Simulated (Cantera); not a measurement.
Input (Python, Cantera) and output of one run.

```python
import numpy as np
import cantera as ct

gas_names = """
    H HO2 H2 H2O H2O2 O OH O2 O3 Ta TaO TaO2
""".split()
cond_names = """
    H2O(s) H2O(L) Ta(cr) Ta(L) Ta2O5(s) Ta2O5(L)
""".split()


# ... load() reads the species with a 1 bar reference pressure and builds the phases ...
atoms = {
    'Ta2O5': {'Ta': 2, 'O': 5},
    'H2': {'H': 2},
}
top_T = {}  # K; cautious upper limits of use, not melting points


# ... equilibrate(T, P, feed) seeds the gas with the atoms and calls Mixture.equilibrate('TP', solver="vcs", rtol=1e-11, max_steps=5000) ...
results = []
feed = {'Ta2O5': 1, 'H2': 1.1}  # mol
P = 370000  # Pa
for T in [1975, 2000, 2025, 2050, 2075, 2100, 2125]:
    mix = equilibrate(T, P, feed)
    results.append((T, P, feed, dict(zip(mix.species_names, mix.species_moles))))
    x = sorted(zip(gas.X, gas.species_names), reverse=True)
    print(f"T = {T:g} K  P = {P:g} Pa  gas = {mix.phase_moles(0):.4g} mol")
    print("   x: " + "  ".join(f"{s} {v:.3e}" for v, s in x if v > 0.0001))
    print("   condensed (mol): " + ("  ".join(f"{mix.phase(i).name} {mix.phase_moles(i):.4g}"
          for i in range(1, mix.n_phases) if mix.phase_moles(i) > 1e-12) or "none"))
```

Result:

```
T = 1975 K  P = 370000 Pa  gas = 1.1 mol
   x: H2 9.977e-01  H2O 1.635e-03  H 7.105e-04
   condensed (mol): Ta(cr) 0.0007197  Ta2O5(s) 0.9996
T = 2000 K  P = 370000 Pa  gas = 1.1 mol
   x: H2 9.973e-01  H2O 1.826e-03  H 8.443e-04
   condensed (mol): Ta(cr) 0.0008037  Ta2O5(s) 0.9996
T = 2025 K  P = 370000 Pa  gas = 1.101 mol
   x: H2 9.970e-01  H2O 2.033e-03  H 9.990e-04
   condensed (mol): Ta(cr) 0.0008949  Ta2O5(s) 0.9996
T = 2050 K  P = 370000 Pa  gas = 1.101 mol
   x: H2 9.966e-01  H2O 2.257e-03  H 1.177e-03
   condensed (mol): Ta(cr) 0.0009936  Ta2O5(s) 0.9995
T = 2075 K  P = 370000 Pa  gas = 1.101 mol
   x: H2 9.961e-01  H2O 2.470e-03  H 1.382e-03
   condensed (mol): Ta(cr) 0.001088  Ta2O5(L) 0.9995
T = 2100 K  P = 370000 Pa  gas = 1.101 mol
   x: H2 9.957e-01  H2O 2.683e-03  H 1.616e-03
   condensed (mol): Ta(cr) 0.001181  Ta2O5(L) 0.9994
T = 2125 K  P = 370000 Pa  gas = 1.101 mol
   x: H2 9.952e-01  H2O 2.907e-03  H 1.883e-03
   condensed (mol): Ta(cr) 0.00128  Ta2O5(L) 0.9994
```

Equilibrium computed with Cantera from the NASA thermochemical tables; the gas is ideal and each condensed phase is pure. Mutual solubility and eutectic melting of coexisting phases are not modelled. Condensed phases not in the tables: N, O or C dissolved in the metal.
